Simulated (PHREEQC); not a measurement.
1 kg of water holding 0.006 mol/kgw Na2CO3 and 0.019 mol/kgw NaOH is evaporated at 5 °C; the solids stay in contact with the brine. The system is closed to CO2. The run lets Nahcolite, Natron, Trona precipitate or redissolve, and no other solid.

The numbers come from PHREEQC with the Pitzer model, pitzer.dat.

```tsv
water left (kg)	ionic strength	water activity	C in solution (mol/kgw)	Na in solution (mol/kgw)	pH
1	0.0370	0.999	0.00600	0.0310	12.93
0.8219	0.0450	0.999	0.00730	0.0377	13.01
0.6755	0.0548	0.999	0.00888	0.0459	13.09
0.4563	0.0811	0.998	0.0131	0.0679	13.25
0.375	0.0986	0.998	0.0160	0.0827	13.33
0.3082	0.120	0.997	0.0195	0.101	13.41
0.2533	0.146	0.996	0.0237	0.122	13.48
0.1711	0.216	0.995	0.0351	0.181	13.64
0.1407	0.263	0.994	0.0427	0.220	13.72
0.1156	0.320	0.992	0.0519	0.268	13.80
0.09502	0.389	0.991	0.0631	0.326	13.88
0.06418	0.577	0.986	0.0935	0.483	14.04
0.05276	0.701	0.983	0.114	0.588	14.12
0.04335	0.853	0.980	0.138	0.715	14.20
0.03564	1.04	0.976	0.168	0.870	14.29
0.0293	1.26	0.970	0.205	1.06	14.38
0.01979	1.87	0.956	0.303	1.57	14.57
0.01627	2.27	0.946	0.369	1.91	14.68
0.01337	2.77	0.933	0.449	2.32	14.79
0.01099	3.37	0.917	0.546	2.82	14.92
0.007427	4.98	0.869	0.808	4.17	15.22
0.006094	6.07	0.832	0.985	5.09	15.40
0.005013	7.38	0.783	1.20	6.18	15.62
```

Away from 25 °C the constants follow the database's enthalpies or fits; those with neither stay at their 25 °C values.
